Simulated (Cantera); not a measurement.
# Boron, boron nitride and boron oxide: B₂O₃ + NH₃

A closed system holds: 1 mol B₂O₃, 0.11 mol NH₃, at 0.0133 bar.

Method: chemical equilibrium by Gibbs-energy minimisation in Cantera with the NASA 1993 tables (ideal gas, pure condensed phases). Candidate condensed phases: B, BN, B₂O₃, B₃O₃H₃, H₂O; 39 gas species. Mutual solubility and eutectic melting of coexisting phases are not modelled. The numbers say what is thermodynamically allowed, not how fast it happens.

From 1073 K to 1523 K the condensed part is BN(s) + B₂O₃(l). From 1673 K to 1823 K the condensed part is B₂O₃(l). From 1973 K to 2423 K nothing is condensed. The main B-bearing gas is HBO₂ at 1073 K and B₂O₃ at 2423 K.

| T (K) | log p H₂ | log p B₂O₃ | log p N₂ | log p BO | log p HBO₂ | log p HBO | log p B₂O₂ | log p H | log p BO₂ | n BN(s) | n B₂O₃(l) |
|---|---|---|---|---|---|---|---|---|---|---|---|
| 1073 | -2.00 | -10.06 | -2.48 | -13.51 | -6.39 | -8.42 | -13.25 | -8.85 | <-13 | 0.000157 | 1.000 |
| 1223 | -2.00 | -7.72 | -2.48 | -10.58 | -5.38 | -6.68 | -10.09 | -7.52 | -12.84 | 0.000166 | 1.000 |
| 1373 | -2.00 | -5.90 | -2.48 | -8.31 | -4.61 | -5.34 | -7.63 | -6.48 | -10.74 | 0.000245 | 1.000 |
| 1523 | -2.01 | -4.46 | -2.48 | -6.49 | -4.00 | -4.26 | -5.67 | -5.64 | -9.05 | 0.000349 | 0.998 |
| 1673 | -2.05 | -3.29 | -2.51 | -5.12 | -3.42 | -3.52 | -4.30 | -4.97 | -7.57 | 0 | 0.984 |
| 1823 | -2.35 | -2.33 | -2.74 | -4.16 | -2.90 | -3.21 | -3.51 | -4.54 | -6.16 | 0 | 0.820 |
| 1973 | -3.03 | -2.02 | -3.23 | -3.64 | -2.89 | -3.46 | -3.43 | -4.39 | -5.19 | 0 | 0 |
| 2123 | -3.10 | -2.04 | -3.23 | -3.26 | -2.84 | -3.48 | -3.49 | -4.00 | -4.56 | 0 | 0 |
| 2273 | -3.21 | -2.07 | -3.24 | -2.97 | -2.79 | -3.56 | -3.63 | -3.68 | -3.99 | 0 | 0 |
| 2423 | -3.37 | -2.11 | -3.26 | -2.76 | -2.77 | -3.71 | -3.83 | -3.44 | -3.47 | 0 | 0 |
log p: log10 of the partial pressure in bar; n: condensed amount in mol.
